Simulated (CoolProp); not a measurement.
Vapour pressure (MPa) of sulfur dioxide: the reference equation beside estimates from Tc = 430.6 K, pc = 7.887 MPa, ω = 0.256. Clausius-Clapeyron is anchored at 294.1 K with a constant enthalpy of vaporisation of 23.09 kJ/mol.

Computed with CoolProp (reference Helmholtz-energy equation of state, Gao 2016).

```csv
T (K),reference,Clausius-Clapeyron,van der Waals,Peng-Robinson
259.6,0.08630,0.09741,0.7039,0.08729
271.1,(withheld),0.1534,(withheld),0.1436
282.6,0.2255,0.2327,1.128,0.2257
294.1,0.3417,0.3417,1.392,(withheld)
305.6,0.4997,0.4876,1.695,(withheld)
317.1,(withheld),0.6779,2.037,(withheld)
328.7,0.9796,0.9235,2.424,0.9743
340.2,1.319,1.229,2.852,1.313
351.7,1.740,1.605,3.324,(withheld)
363.2,2.253,2.061,3.843,2.249
```

**Question.** Fill in the missing entries.

**Answer.** 
- 271.1, reference: 0.1429
- 271.1, van der Waals: 0.8991
- 294.1, Peng-Robinson: 0.3409
- 305.6, Peng-Robinson: 0.4974
- 317.1, reference: 0.7082
- 317.1, Peng-Robinson: 0.7044
- 351.7, Peng-Robinson: 1.734

Absolute difference from the reference over all 10 rows, mean and median: Clausius-Clapeyron 5.9 and 6.3 %, van der Waals 280.5 and 213.4 %, Peng-Robinson 0.4 and 0.5 %.
